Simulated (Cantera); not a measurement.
A closed system holds: 1 mol Si₂H₆, 0.89 mol Cl₂, 3.8 mol H₂, at 0.330 bar.

Cantera equilibrium calculation (NASA polynomials, part measured and part estimated; ideal gas, pure solids and liquids). Candidate condensed phases: Si; 19 gas species. The feed counts by its element totals alone. The tables' values for SiCl₃ are old estimates; treat these amounts as uncertain. The numbers say what is thermodynamically allowed, not how fast it happens. All values below are at 850 °C.

Base state: H₂ 0.909, SiCl₄ 0.0361, HCl 0.0298, SiHCl₃ 0.0189, SiCl₃ 0.00245, SiCl₂ 0.00206, SiH₂Cl₂ 0.00121, SiH₃Cl 2.08e-5 (mole fractions); condensed: Si(s).

Q: What changes in the equilibrium state with this change: Cl₂ from 0.89 to 0.012 mol?

A: 
```
species      before    after
----------  -------  -------
H₂            0.909    0.997
HCl          0.0298  0.00334
SiHCl₃       0.0189  2.43e-5
SiCl₄        0.0361  4.76e-6
SiCl₃       0.00245  3.01e-6
SiCl₂       0.00206  2.37e-5
SiH₂Cl₂     0.00121  1.52e-5
SiH₃Cl      2.08e-5  2.55e-6
Si(s), mol     1.56     2.00
```
